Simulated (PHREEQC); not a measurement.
CaCl2 is added in steps, without added water, to 1 kg of water holding 0.0047 mol NH3, 0.067 mol LiCl, 4.6e-05 mol CaSO4 and 0.00074 mol Ca(OH)2, at 20 °C. Oxygen alone is held at its pressure in air (log pO2 = -0.68). CO2 from the air is kept out. Solids allowed: Gypsum, Portlandite. Others were left out.

Base run: PHREEQC, ion-association model, wateq4f.dat. Each further column changes one thing. The table gives CaSO4 (mol/kgw).

| CaCl2 added (mol) | base | all activity coefficients set to 1 | database phreeqc.dat | Debye-Hückel limiting law | Davies equation for every ion |
|---|---|---|---|---|---|
| 0 | 1.06e-6 | 4.59e-6 | 9.57e-7 | 5.31e-7 | 1.01e-6 |
| 0.002833 | 4.26e-6 | 1.56e-5 | 3.87e-6 | [?] | 4.07e-6 |
| 0.005667 | 6.73e-6 | 2.20e-5 | 6.15e-6 | [?] | 6.45e-6 |
| 0.009917 | 9.57e-6 | [?] | 8.79e-6 | 4.21e-6 | 9.22e-6 |
| 0.01275 | 1.11e-5 | 3.03e-5 | 1.02e-5 | 4.68e-6 | 1.07e-5 |
| 0.01558 | 1.23e-5 | 3.22e-5 | 1.14e-5 | 5.01e-6 | 1.20e-5 |
| 0.01842 | 1.34e-5 | 3.37e-5 | 1.24e-5 | 5.23e-6 | 1.31e-5 |
| 0.02125 | 1.43e-5 | [?] | 1.33e-5 | [?] | 1.40e-5 |
| 0.02408 | 1.52e-5 | [?] | 1.41e-5 | 5.46e-6 | 1.49e-5 |
| 0.02833 | 1.62e-5 | 3.71e-5 | 1.51e-5 | 5.49e-6 | 1.61e-5 |
| 0.03117 | 1.68e-5 | 3.78e-5 | 1.57e-5 | 5.47e-6 | 1.68e-5 |
| 0.034 | 1.74e-5 | 3.83e-5 | 1.63e-5 | [?] | 1.74e-5 |

Question: Fill in the missing entries.

Answer: 
- 0.002833, Debye-Hückel limiting law: 2.06e-6
- 0.005667, Debye-Hückel limiting law: 3.14e-6
- 0.009917, all activity coefficients set to 1: 2.78e-5
- 0.02125, all activity coefficients set to 1: 3.49e-5
- 0.02125, Debye-Hückel limiting law: 5.37e-6
- 0.02408, all activity coefficients set to 1: 3.59e-5
- 0.034, Debye-Hückel limiting law: 5.43e-6

 phreeqc.dat and wateq4f.dat share most of their constants, so their agreement is no independent check. Solids allowed in the column 'database phreeqc.dat': Gypsum.
